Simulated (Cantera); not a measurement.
Cantera with NASA thermochemical tables; ideal gases at 1 bar, condensed phases pure. Values are per mole of reaction as written; species without (g) are pure solids or liquids, kept so even where they would boil at 1 bar.

a) 2 Ba + S2(g) = 2 BaS
b) Ni + S2(g) = NiS2
c) 2 Pb + S2(g) = 2 PbS(g)
d) 2 Ni + S2(g) = 2 NiS

### Question
Order these by ΔG° at 1023 K, most negative first.

### Answer
a (-858 kJ), d (-130 kJ), b (-75 kJ), c (4 kJ)
